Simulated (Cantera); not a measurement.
**Chlorosilane synthesis and conversion: Si + HCl + H₂**

Charge: 1 mol Si, 5.1 mol HCl, 6.3 mol H₂, at 29.0 bar.

These are equilibrium values from Cantera (NASA tables, ideal gas, pure condensed phases), not measurements of a reactor. Candidate condensed phases: Si; 19 gas species. The tables' values for SiCl₃ are old estimates; treat these amounts as uncertain. Kinetics and transport are ignored.

| T (°C) | x H₂ | x HCl | x SiCl₄ | x SiHCl₃ | x SiCl₃ | x SiCl₂ | x SiH₂Cl₂ |
|---|---|---|---|---|---|---|---|
| 302 | 0.798 | 0.106 | 0.0961 | 1.08e-5 | 2.79e-12 | <1e-12 | 5.57e-11 |
| 402 | 0.798 | 0.106 | 0.0961 | 9.50e-5 | 6.86e-10 | <1e-12 | 5.82e-9 |
| 502 | 0.798 | 0.106 | 0.0957 | 0.000465 | 3.98e-8 | 2.35e-12 | 1.74e-7 |
| 602 | 0.797 | 0.107 | 0.0946 | 0.00154 | 8.83e-7 | 4.77e-10 | 2.28e-6 |
| 702 | 0.794 | 0.110 | 0.0923 | 0.00382 | 9.96e-6 | 3.05e-8 | 1.66e-5 |
| 802 | 0.790 | 0.114 | 0.0884 | 0.00764 | 6.80e-5 | 8.28e-7 | 7.72e-5 |
| 902 | 0.784 | 0.119 | 0.0827 | 0.0128 | 0.000316 | 1.18e-5 | 0.000255 |
| 1002 | 0.777 | 0.127 | 0.0756 | 0.0187 | 0.00108 | 0.000101 | 0.000639 |
| 1102 | 0.768 | 0.136 | 0.0671 | 0.0241 | 0.00290 | 0.000576 | 0.00128 |
| 1202 | 0.756 | 0.148 | 0.0572 | 0.0277 | 0.00625 | 0.00232 | 0.00210 |
| 1302 | 0.742 | 0.163 | 0.0462 | 0.0280 | 0.0110 | 0.00685 | 0.00281 |
| 1402 | 0.725 | 0.181 | 0.0346 | 0.0250 | 0.0159 | 0.0152 | 0.00311 |
x: gas mole fraction; nothing condenses.

From 302 °C to 1402 °C nothing is condensed. The main Si-bearing gas is SiCl₄ throughout.
